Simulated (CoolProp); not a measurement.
Hexamethyldisiloxane (MM) at 298.15 K and 1.96 MPa is throttled through a valve to 1.04 MPa with no heat exchange. Each further row changes one setting.

The numbers come from the reference Helmholtz-energy equation of state, Thol 2016 in CoolProp.

```csv
case,temperature change (K),final density (kg/m³)
as stated,?,761
outlet pressure 0.312 MPa,?,?
outlet pressure 1.35 MPa,?,761
```

Problem. Some entries are withheld; supply them.

Solution. 
- as stated, temperature change (K): +0.4
- outlet pressure 0.312 MPa, temperature change (K): +0.7
- outlet pressure 0.312 MPa, final density (kg/m³): 759
- outlet pressure 1.35 MPa, temperature change (K): +0.3
